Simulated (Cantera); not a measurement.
Gas mixture: 100 % H₂O, at 1.00 bar, frozen composition.

Cantera's kinetic-theory transport with the Lennard-Jones parameters of GRI-Mech 3.0, ideal gas; thermal conductivity in the mixture-averaged form. Polar gases are described roughly by these parameters.

One state of this run: ρ (kg/m³) = 0.131; cp (J/kg/K) = 2708; μ (µPa s) = 58.0; λ (mW/m/K) = 219; Pr = 0.718; D (cm²/s) NH₃ = 5.68; D (cm²/s) N₂ = 4.97; D (cm²/s) OH = 7.67. D: mixture-averaged diffusion coefficient of that species in the mixture.

Problem. Which value of T (K) does it belong to?
A. 900
B. 400
C. 650
D. 1650

Solution. D, 1650
